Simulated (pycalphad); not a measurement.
Source of the numbers: pycalphad with the COST 507 light-alloy database (1999); pressure 1 atm. No gas phase is included, though pure Mg would boil below 1377 °C. The database dates from 1999; later assessments differ in places, in temperatures and in the compounds included. Diffusion is slow at the low end, where real alloys seldom reach equilibrium.

Task: How does the equilibrium phase assembly of Al-3.534Mg-1.42Si (wt.%) change on cooling from 1377 °C to 97 °C?

Result: 
```tsv
T (°C)	phases above	phases below
635.1	liquid	fcc + liquid
593.8	fcc + liquid	fcc + liquid + MG2SI
592.7	fcc + liquid + MG2SI	fcc + MG2SI
```
Changes were sought between steps of 40 K, so a narrower field can be missed.

Database names, with the compositions (at.%) that they take in these runs: MG2SI: Mg 67 Si 33.
